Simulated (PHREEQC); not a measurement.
Make-up at 6.7 °C: 6.3 mmol/kgw NH4Cl, 8.6 mmol/kgw NaF and 0.039 mmol/kgw NaCl. Closed to the air; pH follows from the charge balance.

Equilibrium calculation in PHREEQC: ion-association model, phreeqc.dat.

Precipitation was switched off in this run.

**Question.** Predict the pH, specific conductance.

**Answer.** pH 6.54; specific conductance 1050 µS/cm.

Away from 25 °C the constants follow the database's enthalpies or fits; those with neither stay at their 25 °C values.
